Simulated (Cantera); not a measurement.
Charge: 1 mol SiH₄, 0.22 mol C₂H₂, 460 mol H₂, held at 1752 °C and 653 Torr.

These are equilibrium values from Cantera (NASA tables, ideal gas, pure condensed phases), not measurements of a reactor. Candidate condensed phases: C, C₆H₆, C₇H₈, C₈H₁₈, Si, SiC; 87 gas species. Mutual solubility and eutectic melting of coexisting phases are not modelled. Gases not in the tables: Si₂H₆ and higher silanes. Equilibrium is a limit: real reactors are often held back by kinetics, nucleation or transport.

Base state: H₂ 0.998, H 0.00206, SiH₂ 0.000122, Si 6.69e-5, SiH 3.99e-5, CH₄ 2.07e-5 (mole fractions); condensed: Si(l) + SiC(s).

### Question
What changes in the equilibrium state with this change: pressure from 653 Torr to 75.0 Torr?

### Answer
| species | before | after |
|---|---|---|
| H₂ | 0.998 | 0.993 |
| H | 0.00206 | 0.00607 |
| Si | 6.69e-5 | 0.000582 |
| CH₄ | 2.07e-5 | 2.36e-6 |
| Si₂C | 2.04e-6 | 1.77e-5 |
| SiH | 3.99e-5 | 0.000117 |
| Si(l), mol | 0.465 | 0.167 |
| SiC(s), mol | 0.426 | 0.427 |

### Question
What changes in the equilibrium state with this change: pressure from 653 Torr to 1.00 Torr?

### Answer
| species | before | after |
|---|---|---|
| H₂ | 0.998 | 0.946 |
| H | 0.00206 | 0.0513 |
| Si | 6.69e-5 | 0.00195 |
| SiC₂ | 1.12e-8 | 4.27e-5 |
| C₂H₂ (acetylene) | 3.26e-6 | 0.000404 |
| CH₄ | 2.07e-5 | 3.26e-7 |
| Si(l), mol | 0.465 | 0 |
| SiC(s), mol | 0.426 | 0 |
